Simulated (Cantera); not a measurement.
# Thermodynamics of carbothermic reduction, feed CuO + C + CO

Charge: 1 mol CuO, a varied amount of C, 0.024 mol CO, held at 1525 K and 1330 Pa.

Equilibrium computed with Cantera from the NASA thermochemical tables; the gas is ideal and each condensed phase is pure. Candidate condensed phases: C, Cu, CuO, Cu2O; 15 gas species. Each liquid is taken as pure. Mutual solubility and eutectic melting of coexisting phases are not modelled. The numbers say what is thermodynamically allowed, not how fast it happens.

At 0.42 mol C the condensed part is Cu(l) + Cu2O(l). At 1 mol C the condensed part is Cu(l). From 1.6 mol C to 6.5 mol C the condensed part is C(graphite) + Cu(l). The main Cu-bearing gas is Cu throughout.

```tsv
n(C) (mol)	log p CO	log p CO2	log p O2	log p Cu	log p O	log p CuO	n Cu(l)	n Cu2O(l)	n C(graphite)
0.42	-5.13	-1.88	-3.81	-4.91	-7.15	-7.52	0.748	0.126	0
1	-1.88	-7.02	<-13	-4.91	<-13	<-13	0.999	0	0
1.6	-1.88	-7.02	<-13	-4.91	<-13	<-13	0.999	0	0.600
2.2	-1.88	-7.02	<-13	-4.91	<-13	<-13	0.999	0	1.20
2.9	-1.88	-7.02	<-13	-4.91	<-13	<-13	0.999	0	1.90
3.5	-1.88	-7.02	<-13	-4.91	<-13	<-13	0.999	0	2.50
4.1	-1.88	-7.02	<-13	-4.91	<-13	<-13	0.999	0	3.10
4.7	-1.88	-7.02	<-13	-4.91	<-13	<-13	0.999	0	3.70
5.3	-1.88	-7.02	<-13	-4.91	<-13	<-13	0.999	0	4.30
5.9	-1.88	-7.02	<-13	-4.91	<-13	<-13	0.999	0	4.90
6.5	-1.88	-7.02	<-13	-4.91	<-13	<-13	0.999	0	5.50
```
log p: log10 of the partial pressure in bar; n: condensed amount in mol.
